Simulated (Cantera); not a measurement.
# Counterflow diffusion flame

A counterflow diffusion flame at 1.01 bar, nozzles 20 mm apart: fuel side 100 % CH3OH at 375 K, oxidiser side 24.0 % O2, 76.0 % N2 at 575 K, fuel mass flux 1.3 times the oxidiser's; mixture-averaged transport, no radiation.

Computed with Cantera and GRI-Mech 3.0 (53 species, 325 reactions). GRI-Mech 3.0 was tuned for natural gas; its chemistry of methanol as a main component is partial and can be far from experiment. GRI-Mech 3.0 has no aromatics or soot, which form on the fuel side of real flames. The maximum strain rate includes the flame's own expansion and is several times the mean.

```json
[
 {"oxidiser flux (kg/m²/s)": "0.25", "max strain (1/s)": "191", "mean strain (1/s)": "36.0", "T max (K)": "2274", "peak x OH": "0.0134", "peak x H": "0.00750", "peak x NO": "0.000227", "peak x CO": "0.200", "peak x C2H2": "0.000126"},
 {"oxidiser flux (kg/m²/s)": "0.34", "max strain (1/s)": "250", "mean strain (1/s)": "48.9", "T max (K)": "2241", "peak x OH": "0.0137", "peak x H": "0.00827", "peak x NO": "0.000171", "peak x CO": "0.198", "peak x C2H2": "0.000156"},
 {"oxidiser flux (kg/m²/s)": "0.45", "max strain (1/s)": "322", "mean strain (1/s)": "64.7", "T max (K)": "2208", "peak x OH": "0.0139", "peak x H": "0.00899", "peak x NO": "0.000131", "peak x CO": "0.197", "peak x C2H2": "0.000187"},
 {"oxidiser flux (kg/m²/s)": "0.6", "max strain (1/s)": "417", "mean strain (1/s)": "86.3", "T max (K)": "2169", "peak x OH": "0.0139", "peak x H": "0.00977", "peak x NO": "9.93e-5", "peak x CO": "0.195", "peak x C2H2": "0.000224"},
 {"oxidiser flux (kg/m²/s)": "0.79", "max strain (1/s)": "535", "mean strain (1/s)": "114", "T max (K)": "2130", "peak x OH": "0.0138", "peak x H": "0.0105", "peak x NO": "7.77e-5", "peak x CO": "0.192", "peak x C2H2": "0.000262"},
 {"oxidiser flux (kg/m²/s)": "1.1", "max strain (1/s)": "725", "mean strain (1/s)": "158", "T max (K)": "2086", "peak x OH": "0.0137", "peak x H": "0.0114", "peak x NO": "6.07e-5", "peak x CO": "0.190", "peak x C2H2": "0.000315"},
 {"oxidiser flux (kg/m²/s)": "1.4", "max strain (1/s)": "907", "mean strain (1/s)": "201", "T max (K)": "2056", "peak x OH": "0.0137", "peak x H": "0.0121", "peak x NO": "5.24e-5", "peak x CO": "0.188", "peak x C2H2": "0.000357"},
 {"oxidiser flux (kg/m²/s)": "1.9", "max strain (1/s)": "1210", "mean strain (1/s)": "273", "T max (K)": "2015", "peak x OH": "0.0135", "peak x H": "0.0129", "peak x NO": "4.37e-5", "peak x CO": "0.186", "peak x C2H2": "0.000408"},
 {"oxidiser flux (kg/m²/s)": "2.5", "max strain (1/s)": "1560", "mean strain (1/s)": "360", "T max (K)": "1976", "peak x OH": "0.0131", "peak x H": "0.0135", "peak x NO": "3.72e-5", "peak x CO": "0.183", "peak x C2H2": "0.000448"}
]
```
x: mole fraction; the columns are a selection and need not sum to one.
